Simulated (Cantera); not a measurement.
Cantera run, input and output.

```python
import numpy as np
import cantera as ct

gas = ct.Solution("h2o2.yaml")
gas.TPX = 1400, 2800, {'H2': 0.44, 'O2': 1}
reactor = ct.IdealGasConstPressureReactor(gas, energy="off", clone=False)
net = ct.ReactorNet([reactor])
net.rtol, net.atol = 1e-08, 1e-18
show = ['H2', 'O2', 'H2O2', 'O', 'OH']
times = np.geomspace(3e-05, 40, 11)

steps = ct.SolutionArray(gas, extra=["t"])
rows = []
print(f"{'t/s':>10s}{'T/K':>9s}{'P/Pa':>11s}" + "".join(f"{s:>11s}" for s in show))
for t in times:
    while net.time < t:
        t_next = net.step()
        steps.append(gas.state, t=t_next)
    rows.append([np.interp(t, steps.t, y) for y in (steps.T, steps.P, *steps(*show).X.T)])
    print(f"{t:10.3e}{rows[-1][0]:9.1f}{rows[-1][1]:11.4g}" + "".join(f"{x:11.3e}" for x in rows[-1][2:]))
rate = np.gradient(steps.T, steps.t)
print("integrator steps:", len(steps.t))
if steps.T.max() > steps.T[0] + 200:
    print(f"time of steepest temperature rise: {steps.t[rate.argmax()]:.4e} s")
gas.TPX = 1400, 2800, {'H2': 0.44, 'O2': 1}
gas.equilibrate("TP")
print(f"equilibrium (TP): T = {gas.T:.1f} K  " + "  ".join(f"{s} {gas[s].X[0]:.3e}" for s in show))
```

Result:

```
       t/s      T/K       P/Pa         H2         O2       H2O2          O         OH
 3.000e-05   1400.0       2800  3.056e-01  6.944e-01  1.084e-09  2.413e-07  1.901e-07
 1.229e-04   1400.0       2800  3.050e-01  6.941e-01  1.800e-08  1.227e-04  9.498e-05
 5.036e-04   1400.0       2800  2.089e-02  5.290e-01  6.094e-07  9.958e-02  2.247e-02
 2.063e-03   1400.0       2800  1.589e-02  5.656e-01  7.240e-07  6.719e-02  2.023e-02
 8.455e-03   1400.0       2800  3.595e-03  6.238e-01  5.773e-07  1.332e-02  1.003e-02
 3.464e-02   1400.0       2800  2.020e-04  6.378e-01  1.465e-07  7.361e-04  2.401e-03
 1.419e-01   1400.0       2800  1.798e-05  6.390e-01  3.296e-08  6.618e-05  7.221e-04
 5.815e-01   1400.0       2800  2.916e-06  6.392e-01  9.170e-09  1.082e-05  2.920e-04
 2.383e+00   1400.0       2800  1.257e-06  6.393e-01  5.464e-09  4.668e-06  1.918e-04
 9.763e+00   1400.0       2800  1.226e-06  6.393e-01  5.394e-09  4.551e-06  1.893e-04
 4.000e+01   1400.0       2800  1.226e-06  6.393e-01  5.394e-09  4.551e-06  1.893e-04
integrator steps: 1978
equilibrium (TP): T = 1400.0 K  H2 1.226e-06  O2 6.393e-01  H2O2 5.394e-09  O 4.551e-06  OH 1.893e-04
```

Computed with Cantera and the H2/O2 subset of GRI-Mech 3.0, which has no nitrogen chemistry. Radical loss at walls, strong at low pressure, is not modelled. The temperature is held fixed by assumption; the heat of reaction is taken as removed at once.
